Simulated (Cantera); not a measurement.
Input: 1 mol H2O, 3 mol O2, 5.2 mol H2, at 1573 K and 0.000100 bar.

Cantera equilibrium calculation (NASA polynomials, part measured and part estimated; ideal gas, pure solids and liquids). Candidate condensed phases: H2O; 9 gas species. Equilibrium is a limit: real reactors are often held back by kinetics, nucleation or transport.

Base state: H2O 0.934, O2 0.0605, OH 0.00321, H2 0.00182, O 0.000257, H 0.000174 (mole fractions); condensed: gas only.

What changes in the equilibrium state with this change: pressure from 0.000100 bar to 0.133 bar?


```csv
species,before,after
H2O,0.934,0.939
O2,0.0605,0.0605
OH,0.00321,0.000533
H2,0.00182,5.02e-5
H,0.000174,7.89e-7
O,0.000257,7.04e-6
```

What changes in the equilibrium state with this change: H2O replaced by HBr?


| species | before | after |
|---|---|---|
| H2O | 0.934 | 0.821 |
| Br | 0 | 0.127 |
| O2 | 0.0605 | 0.0274 |
| HBr | 0 | 0.0197 |
| O | 0.000257 | 0.000173 |
| H2 | 0.00182 | 0.00238 |
| OH | 0.00321 | 0.00247 |
| H | 0.000174 | 0.000198 |
Further candidate phases: Br2.
